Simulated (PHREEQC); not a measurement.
Solution (25 °C): 0.143 mol CuCl2, 0.099 mol HBF4 and 0.00029 mol NaCl per kg of water. Closed to the air; pH follows from the charge balance.

Equilibrium calculation in PHREEQC: ion-association model, wateq4f.dat.

Q: The ionic strength comes out as 0.480 mol/kgw. What activity coefficients do BF4-, CuCl3-, Na+, CuCl+, H+ get?

A: BF4- 0.60, CuCl3- 0.65, Na+ 0.71, CuCl+ 0.65, H+ 0.77.

Precipitation was switched off in this run. Real BF4- forms and hydrolyses slowly; the run takes it at equilibrium.
